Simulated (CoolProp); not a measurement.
A simple Rankine cycle with trans-2-butene: condensing at 299.15 K, boiler at 0.72 MPa, turbine inlet 489.1 K, turbine efficiency 0.7, pump efficiency 0.6, no recuperator. Each further row changes one setting.

Values from CoolProp's reference Helmholtz-energy equation of state, Lemmon 2005. It is a short technical equation, of lower accuracy than the large ones.

```json
[
 {"case": "as stated", "thermal efficiency (%)": "6.8", "net work (kJ/kg)": "50.5", "heat in (kJ/kg)": "744", "turbine exit temperature (K)": "___", "volume ratio over the turbine": "2.89"},
 {"case": "turbine inlet 509.1 K", "thermal efficiency (%)": "6.7", "net work (kJ/kg)": "52.9", "heat in (kJ/kg)": "___", "turbine exit temperature (K)": "___", "volume ratio over the turbine": "2.89"},
 {"case": "condensing temperature 291.15 K", "thermal efficiency (%)": "8.2", "net work (kJ/kg)": "62.2", "heat in (kJ/kg)": "763", "turbine exit temperature (K)": "456.9", "volume ratio over the turbine": "3.71"},
 {"case": "boiler pressure 0.504 MPa", "thermal efficiency (%)": "4.7", "net work (kJ/kg)": "34.8", "heat in (kJ/kg)": "748", "turbine exit temperature (K)": "471.5", "volume ratio over the turbine": "2.04"},
 {"case": "turbine efficiency 0.6", "thermal efficiency (%)": "5.8", "net work (kJ/kg)": "43.1", "heat in (kJ/kg)": "744", "turbine exit temperature (K)": "466.1", "volume ratio over the turbine": "2.91"}
]
```

Some entries are withheld; supply them.


- as stated, turbine exit temperature (K): 462.7
- turbine inlet 509.1 K, heat in (kJ/kg): 791
- turbine inlet 509.1 K, turbine exit temperature (K): 482.7
